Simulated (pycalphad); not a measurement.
B-C solution, phase LIQUID, at 2527 °C; mixing quantities and activities refer to the pure elements in the same phase at that temperature, stable or not. Over part of the range this solution is metastable.

CALPHAD calculation (pycalphad, COST 507 light-alloy database (1999)), 1 atm. The database dates from 1999; later assessments differ in places, in temperatures and in the compounds included.

```json
[
 {"x(C)": "0.02", "ΔH mix (kJ/mol)": "-2.00", "ΔG mix (kJ/mol)": "-3.91", "excess S (J/mol/K)": "-0.13", "a(B)": "0.978", "a(C)": "0.000680", "stable as one phase?": "yes"},
 {"x(C)": "0.05", "ΔH mix (kJ/mol)": "-4.75", "ΔG mix (kJ/mol)": "-8.49", "excess S (J/mol/K)": "-0.32", "a(B)": "0.936", "a(C)": "0.00239", "stable as one phase?": "yes"},
 {"x(C)": "0.1", "ΔH mix (kJ/mol)": "-8.68", "ΔG mix (kJ/mol)": "-14.62", "excess S (J/mol/K)": "-0.58", "a(B)": "0.850", "a(C)": "0.00805", "stable as one phase?": "yes"},
 {"x(C)": "0.2", "ΔH mix (kJ/mol)": "-14.25", "ΔG mix (kJ/mol)": "-23.24", "excess S (J/mol/K)": "-0.95", "a(B)": "0.651", "a(C)": "0.0379", "stable as one phase?": "yes"},
 {"x(C)": "0.3", "ΔH mix (kJ/mol)": "-17.16", "ΔG mix (kJ/mol)": "-28.18", "excess S (J/mol/K)": "-1.14", "a(B)": "0.461", "a(C)": "0.108", "stable as one phase?": "yes"},
 {"x(C)": "0.4", "ΔH mix (kJ/mol)": "-17.85", "ΔG mix (kJ/mol)": "-30.19", "excess S (J/mol/K)": "-1.19", "a(B)": "0.310", "a(C)": "0.227", "stable as one phase?": "no: GRAPHITE + LIQUID"},
 {"x(C)": "0.5", "ΔH mix (kJ/mol)": "-16.76", "ΔG mix (kJ/mol)": "-29.77", "excess S (J/mol/K)": "-1.12", "a(B)": "0.202", "a(C)": "0.384", "stable as one phase?": "no: GRAPHITE + LIQUID"},
 {"x(C)": "0.6", "ΔH mix (kJ/mol)": "-14.33", "ΔG mix (kJ/mol)": "-27.32", "excess S (J/mol/K)": "-0.96", "a(B)": "0.131", "a(C)": "0.550", "stable as one phase?": "no: GRAPHITE + LIQUID"},
 {"x(C)": "0.7", "ΔH mix (kJ/mol)": "-11.00", "ΔG mix (kJ/mol)": "-23.17", "excess S (J/mol/K)": "-0.73", "a(B)": "0.0840", "a(C)": "0.698", "stable as one phase?": "no: GRAPHITE + LIQUID"},
 {"x(C)": "0.8", "ΔH mix (kJ/mol)": "-7.21", "ΔG mix (kJ/mol)": "-17.51", "excess S (J/mol/K)": "-0.48", "a(B)": "0.0526", "a(C)": "0.815", "stable as one phase?": "no: GRAPHITE + LIQUID"},
 {"x(C)": "0.9", "ΔH mix (kJ/mol)": "-3.39", "ΔG mix (kJ/mol)": "-10.33", "excess S (J/mol/K)": "-0.23", "a(B)": "0.0280", "a(C)": "0.909", "stable as one phase?": "no: GRAPHITE + LIQUID"},
 {"x(C)": "0.95", "ΔH mix (kJ/mol)": "-1.62", "ΔG mix (kJ/mol)": "-5.94", "excess S (J/mol/K)": "-0.11", "a(B)": "0.0152", "a(C)": "0.953", "stable as one phase?": "no: GRAPHITE + LIQUID"},
 {"x(C)": "0.98", "ΔH mix (kJ/mol)": "-0.62", "ΔG mix (kJ/mol)": "-2.79", "excess S (J/mol/K)": "-0.04", "a(B)": "0.00654", "a(C)": "0.981", "stable as one phase?": "no: GRAPHITE"}
]
```
